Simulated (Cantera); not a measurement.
## Equilibrium for boron, boron nitride and boron oxide: BF3 + H2O + N2

Charge: 1 mol BF3, 0.17 mol H2O, 3.7 mol N2, held at 13300 Pa.

These are equilibrium values from Cantera (NASA tables, ideal gas, pure condensed phases), not measurements of a reactor. Candidate condensed phases: B, BN, B2O3, B3O3H3, H2O; 62 gas species. Gases not in the tables: H3BO3. Rates play no part.

```csv
T (°C),log p N2,log p BF3,log p HF,log p BOF,log p H2O
625,-1.00,-1.61,-2.30,-6.11,-2.68
675,-1.00,-1.61,-2.26,-5.53,-2.73
725,-1.00,-1.62,-2.22,-5.01,-2.79
775,-1.00,-1.62,-2.20,-4.54,-2.84
825,-1.00,-1.62,-2.17,-4.12,-2.90
875,-1.00,-1.63,-2.15,-3.74,-2.96
925,-1.00,-1.63,-2.14,-3.40,-3.03
975,-1.00,-1.63,-2.12,-3.09,-3.10
1025,-1.00,-1.64,-2.11,-2.83,-3.18
1075,-1.00,-1.64,-2.10,-2.62,-3.29
1125,-1.01,-1.65,-2.08,-2.48,-3.44
```
log p: log10 of the partial pressure in bar; nothing condenses.

From 625 °C to 1125 °C nothing is condensed.
